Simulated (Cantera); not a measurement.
Input: 1 mol V2O3, 1600 mol H2, 33 mol N2, held at 16.5 Torr.

Equilibrium computed with Cantera from the NASA thermochemical tables; the gas is ideal and each condensed phase is pure. Candidate condensed phases: H2O, V, VN, VO, V2O3, V2O4, V2O5; 28 gas species. VO: taken at fixed stoichiometry. Equilibrium is a limit: real reactors are often held back by kinetics, nucleation or transport.

Question: At 1448 K, list the 4 most abundant gas species with their mole fractions, and the condensed phases.

Answer: H2 0.979, N2 0.0202, H2O 0.000612, H 6.15e-5. Condensed: VO(s).
